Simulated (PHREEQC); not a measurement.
Make-up at 25 °C: 0.97 mol/kgw Na2CO3 and 0.84 mol/kgw NaHCO3. Closed to the air; pH follows from the charge balance.

All values are PHREEQC results (Pitzer model, pitzer.dat), not measurements.

```
quantity                       before    after
---------------------------  --------  -------
CO2 (mol/kgw)                0.000126  3.63e-5
SI of Nahcolite (NaHCO3)        -0.08    -1.08
SI of Natron (Na2CO3:10H2O)     -0.66    -1.79
```

What was changed between the two runs?
A. diluted 5-fold with water
B. NaHCO3 from 0.84 to 0.924 mol/kgw
C. NaHCO3 from 0.84 to 0.756 mol/kgw
D. Na2CO3 from 0.97 to 0.873 mol/kgw
E. Na2CO3 left out

A, diluted 5-fold with water

No solid was allowed to form. In brines, pH and single-ion activities rest on the MacInnes convention.
